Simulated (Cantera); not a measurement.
What does this Cantera script print?

```python
import numpy as np
import cantera as ct

gas_names = """
    H H2 N NH NH2 NH3 N2 N2H2 N2H4 Si SiH SiH2 SiH3 SiH4 SiN Si2 Si2N Si3
""".split()
cond_names = """
    Si(cr) Si(L) Si3N4(a)
""".split()


# ... load() reads the species with a 1 bar reference pressure and builds the phases ...
atoms = {
    'SiH4': {'Si': 1, 'H': 4},
    'NH3': {'N': 1, 'H': 3},
    'N2': {'N': 2},
}
top_T = {'Si3N4(a)': 2400}  # K; cautious upper limits of use, not melting points


# ... equilibrate(T, P, feed) seeds the gas with the atoms and calls Mixture.equilibrate('TP', solver="vcs", rtol=1e-11, max_steps=5000) ...
results = []
feed = {'SiH4': 1, 'NH3': 18, 'N2': 38}  # mol
T = 1473  # K
P = 27  # Pa
mix = equilibrate(T, P, feed)
results.append((T, P, feed, dict(zip(mix.species_names, mix.species_moles))))
x = sorted(zip(gas.X, gas.species_names), reverse=True)
print(f"T = {T:g} K  P = {P:g} Pa  gas = {mix.phase_moles(0):.4g} mol")
print("   x: " + "  ".join(f"{s} {v:.3e}" for v, s in x if v > 0.0001))
print("   condensed (mol): " + ("  ".join(f"{mix.phase(i).name} {mix.phase_moles(i):.4g}"
      for i in range(1, mix.n_phases) if mix.phase_moles(i) > 1e-12) or "none"))
```

It prints:

```
T = 1473 K  P = 27 Pa  gas = 75.35 mol
   x: N2 6.149e-01  H2 3.846e-01  H 4.775e-04
   condensed (mol): Si3N4(a) 0.3332
```

Cantera equilibrium calculation (NASA polynomials, part measured and part estimated; ideal gas, pure solids and liquids).
